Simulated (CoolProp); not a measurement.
Water along the isobar 100 MPa: density (kg/m³) from the reference equation and from simpler models built on Tc = 373.9 °C, pc = 22.06 MPa, ω = 0.344; each cubic takes its own stable root.

Values from CoolProp's reference Helmholtz-energy equation of state, Wagner 2002.

```json
[
 {"T (°C)": "119.45", "phase": "liquid", "reference": "987.0"},
 {"T (°C)": "125.55", "phase": "liquid", "reference": "982.7"},
 {"T (°C)": "131.75", "phase": "liquid", "reference": "978.3"},
 {"T (°C)": "137.85", "phase": "liquid", "reference": "973.9"},
 {"T (°C)": "144.05", "phase": "liquid", "reference": "969.3"},
 {"T (°C)": "150.15", "phase": "liquid", "reference": "964.7"},
 {"T (°C)": "156.35", "phase": "liquid", "reference": "960.0"},
 {"T (°C)": "162.45", "phase": "liquid", "reference": "955.2"},
 {"T (°C)": "168.65", "phase": "liquid", "reference": "950.2"},
 {"T (°C)": "174.75", "phase": "liquid", "reference": "945.2"},
 {"T (°C)": "180.95", "phase": "liquid", "reference": "940.1"},
 {"T (°C)": "187.05", "phase": "liquid", "reference": "935.0"},
 {"T (°C)": "193.25", "phase": "liquid", "reference": "929.6"},
 {"T (°C)": "199.35", "phase": "liquid", "reference": "924.3"},
 {"T (°C)": "205.55", "phase": "liquid", "reference": "918.8"},
 {"T (°C)": "211.65", "phase": "liquid", "reference": "913.3"}
]
```

Q: How far does each simpler model (Soave-Redlich-Kwong, Peng-Robinson) lie from the reference over these 16 states: mean and median of the absolute difference, and the worst?

A: 
- Soave-Redlich-Kwong: mean 27.6 %, median 27.6 %, worst -28.0 % at 211.65 °C and 100 MPa
- Peng-Robinson: mean 18.7 %, median 18.7 %, worst -19.1 % at 211.65 °C and 100 MPa
